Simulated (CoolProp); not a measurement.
Vapour-liquid equilibrium of CH2F2 (R32) (1) + R123 (2) at 0.0631 MPa; x and y are mole fractions of (1).

Values from CoolProp's multi-fluid Helmholtz-energy mixture model, Tillner-Roth 1997 and Younglove 1994; pair parameters Bell 2016.

| x | bubble temperature (°C) | y at the bubble point | dew temperature at overall composition x (°C) | liquid density (mol/L) |
|---|---|---|---|---|
| 0.05 | -8.9 | 0.670 | 14.1 | 10.41 |
| 0.125 | -28.3 | 0.892 | 12.1 | 11.21 |
| 0.2 | -38.3 | 0.946 | 10.0 | 11.92 |
| 0.275 | -44.3 | 0.966 | 7.7 | 12.62 |
| 0.35 | -48.1 | 0.976 | 5.2 | 13.34 |
| 0.425 | -50.7 | 0.982 | 2.5 | 14.12 |
| 0.5 | -52.6 | 0.985 | -0.5 | 14.95 |
| 0.575 | -54.0 | 0.988 | -3.9 | 15.87 |
| 0.65 | -55.2 | 0.990 | -7.8 | 16.89 |
| 0.725 | -56.3 | 0.992 | -12.4 | 18.03 |
| 0.8 | -57.4 | 0.994 | -18.2 | 19.32 |
| 0.875 | -58.5 | 0.996 | -26.1 | 20.79 |
| 0.95 | -59.7 | 0.998 | -39.3 | 22.49 |

No azeotrope shows between x = 0.05 and 0.95.

Pair parameters are fitted to limited data, so mixtures are less certain than the pure fluids.
